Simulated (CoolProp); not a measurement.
Vapour-liquid equilibrium of R13 (1) + R11 (2) at 269.7 K; x and y are mole fractions of (1).

Computed with CoolProp (multi-fluid Helmholtz-energy mixture model, Platzer 1990 and Jacobsen 1992; pair parameters Bell 2016). This equation is an older, rougher fit; its heat capacities, sound speeds and derivatives of the liquid may be far off and weren't checked against measurements.

### Question
Give the bubble pressure and the first vapour's composition at x = 0.2, 0.575, 0.65. Is there an azeotrope?

### Answer
x = 0.2: 0.5018 MPa, y = 0.932; x = 0.575: 1.107 MPa, y = 0.974; x = 0.65: 1.207 MPa, y = 0.978. No azeotrope shows between x = 0.05 and 0.95.

The pair parameters rest on a limited set of measurements; away from them the model extrapolates. The gap from Raoult's law changes sign with composition, which may be real or a fault of the pair parameters; it wasn't checked against measurements.
